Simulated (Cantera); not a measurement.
Moist CO burnout

An isothermal, constant-pressure homogeneous reactor starts with 11.2 % CO, 4.07 % O2, 5.02 % H2O, 79.7 % N2, at 1475 K and 6830 Torr.

Cantera simulation using GRI-Mech 3.0 (53 species, 325 reactions); the numbers are that mechanism's predictions, not measurements. The temperature is held fixed by assumption; the heat of reaction is taken as removed at once.

```csv
t (s),x CO,x O2,x H2O,x NO,x H,x NO2,x CO2
0.000200,0.0275,0.000209,0.0477,6.07e-6,0.000417,8.05e-10,0.0889
0.000659,0.0263,5.28e-6,0.0470,6.04e-6,6.04e-5,8.19e-11,0.0901
0.00217,0.0262,4.58e-7,0.0469,5.80e-6,1.35e-5,1.71e-11,0.0902
0.00714,0.0261,5.83e-8,0.0469,5.38e-6,3.52e-6,4.12e-12,0.0902
0.0235,0.0261,8.33e-9,0.0469,4.89e-6,1.06e-6,1.40e-12,0.0902
0.0775,0.0261,8.60e-10,0.0469,4.33e-6,4.56e-7,<1e-12,0.0903
0.255,0.0261,2.65e-11,0.0469,3.36e-6,3.69e-7,<1e-12,0.0903
0.840,0.0261,1.65e-11,0.0469,1.66e-6,3.41e-7,<1e-12,0.0903
2.77,0.0261,1.50e-11,0.0469,3.54e-7,3.22e-7,<1e-12,0.0903
9.11,0.0261,1.49e-11,0.0469,2.01e-7,3.20e-7,<1e-12,0.0903
30.0,0.0261,1.49e-11,0.0469,1.98e-7,3.20e-7,<1e-12,0.0903
```
x: mole fraction; the columns are a selection and need not sum to one.

Equilibrium at this temperature and pressure: CO 0.0261, O2 1.49e-11, H2O 0.0469, NO 9.38e-9, H 3.20e-7, NO2 <1e-12, CO2 0.0903 (gas phase only).
